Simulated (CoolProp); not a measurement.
Vapour-liquid equilibrium of carbon dioxide (1) + propylene (2) at -28.45 °C; x and y are mole fractions of (1).

Computed with CoolProp (multi-fluid Helmholtz-energy mixture model, Span 1996 and Lemmon 2013; pair parameters Bell 2016).

```
x     bubble pressure (bar)  y at the bubble point  dew pressure at overall composition x (bar)  liquid density (mol/L)
----  ---------------------  ---------------------  -------------------------------------------  ----------------------
0.05                  3.404                  0.353                                        2.360                   14.21
0.2                   6.435                    ___                                        2.785                   15.17
0.35                  8.750                  0.791                                        3.389                   16.25
0.5                   10.49                  0.846                                        4.314                   17.51
0.65                  11.89                  0.886                                        5.894                   19.02
0.8                     ___                    ___                                        9.011                   20.89
0.95                  14.56                  0.978                                          ___                     ___
```

### Question
Fill in the missing entries.

### Answer

- 0.2, y at the bubble point: 0.685
- 0.8, bubble pressure (bar): 13.20
- 0.8, y at the bubble point: 0.926
- 0.95, dew pressure at overall composition x (bar): 13.88
- 0.95, liquid density (mol/L): 23.32

No azeotrope shows between x = 0.05 and 0.95.

Pair parameters are fitted to limited data, so mixtures are less certain than the pure fluids.
